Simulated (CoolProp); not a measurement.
n-nonane at 283.34 K and 7.51 MPa is throttled through a valve to 5.19 MPa with no heat exchange. Each further row changes one setting.

Values from CoolProp's reference Helmholtz-energy equation of state, Lemmon 2006. It is a short technical equation, of lower accuracy than the large ones.

```
case                      temperature change (K)  final density (kg/m³)
------------------------  ----------------------  ---------------------
as stated                                      …                      …
outlet pressure 1.56 MPa                       …                    725
outlet pressure 6.75 MPa                       …                      …
```

**Question.** What belongs in the gaps?

**Answer.** 
- as stated, temperature change (K): +1.0
- as stated, final density (kg/m³): 729
- outlet pressure 1.56 MPa, temperature change (K): +2.7
- outlet pressure 6.75 MPa, temperature change (K): +0.3
- outlet pressure 6.75 MPa, final density (kg/m³): 731
